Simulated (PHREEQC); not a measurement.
0.083 g of hydrous ferric oxide (600 m²/g; 0.2 weak and 0.005 strong sites per Fe, Dzombak-Morel constants, diffuse double layer) in 1 kg of water with 0.01 mol/kgw of an inert sodium salt and 5.2e-05 mol BaCl2, at 25 °C; the pH is set by adding NaOH or the inert anion's acid. Oxygen is held at 0.21 atm. CO2 from the air is kept out. Precipitation was switched off in this run.

Base run: PHREEQC, ion-association model, wateq4f.dat. Each further column changes one thing. The table gives surface charge σ (C/m²).

```json
[
 {"pH": "3", "base": "0.325", "background salt from 0.01 to 0.001 mol/kgw": "(withheld)", "oxide from 0.083 to 0.42 g/kgw": "0.326"},
 {"pH": "3.75", "base": "0.246", "background salt from 0.01 to 0.001 mol/kgw": "(withheld)", "oxide from 0.083 to 0.42 g/kgw": "0.248"},
 {"pH": "4.88", "base": "0.124", "background salt from 0.01 to 0.001 mol/kgw": "(withheld)", "oxide from 0.083 to 0.42 g/kgw": "0.125"},
 {"pH": "5.62", "base": "0.070", "background salt from 0.01 to 0.001 mol/kgw": "(withheld)", "oxide from 0.083 to 0.42 g/kgw": "0.070"},
 {"pH": "6.38", "base": "0.035", "background salt from 0.01 to 0.001 mol/kgw": "(withheld)", "oxide from 0.083 to 0.42 g/kgw": "0.035"},
 {"pH": "7.12", "base": "0.015", "background salt from 0.01 to 0.001 mol/kgw": "(withheld)", "oxide from 0.083 to 0.42 g/kgw": "0.015"},
 {"pH": "8.25", "base": "-0.001", "background salt from 0.01 to 0.001 mol/kgw": "0.000", "oxide from 0.083 to 0.42 g/kgw": "-0.001"},
 {"pH": "9", "base": "-0.011", "background salt from 0.01 to 0.001 mol/kgw": "(withheld)", "oxide from 0.083 to 0.42 g/kgw": "-0.011"}
]
```

### Question
Fill in the missing entries.

### Answer

- 3, background salt from 0.01 to 0.001 mol/kgw: 0.257
- 3.75, background salt from 0.01 to 0.001 mol/kgw: 0.149
- 4.88, background salt from 0.01 to 0.001 mol/kgw: 0.059
- 5.62, background salt from 0.01 to 0.001 mol/kgw: 0.030
- 6.38, background salt from 0.01 to 0.001 mol/kgw: 0.013
- 7.12, background salt from 0.01 to 0.001 mol/kgw: 0.005
- 9, background salt from 0.01 to 0.001 mol/kgw: -0.004

The oxide is taken as insoluble; below pH 4 it would dissolve.
